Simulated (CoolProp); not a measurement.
Computed with CoolProp (reference Helmholtz-energy equation of state, Lemmon 2006). It is a short technical equation, of lower accuracy than the large ones.

Task: For toluene, give the phase and the isothermal compressibility (1/MPa), conductivity (mW/(m K)) at 346.85 °C and 0.606 MPa; 346.85 °C and 6.06 MPa; 346.85 °C and 28.1 MPa.

Result: 
- 346.85 °C and 0.606 MPa: gas; isothermal compressibility 1.73, conductivity 43.6
- 346.85 °C and 6.06 MPa: supercritical; isothermal compressibility 0.274, conductivity 76.7
- 346.85 °C and 28.1 MPa: supercritical; isothermal compressibility 0.00572, conductivity 92.8

Thermal conductivity comes from a separate model (Assael 2012).
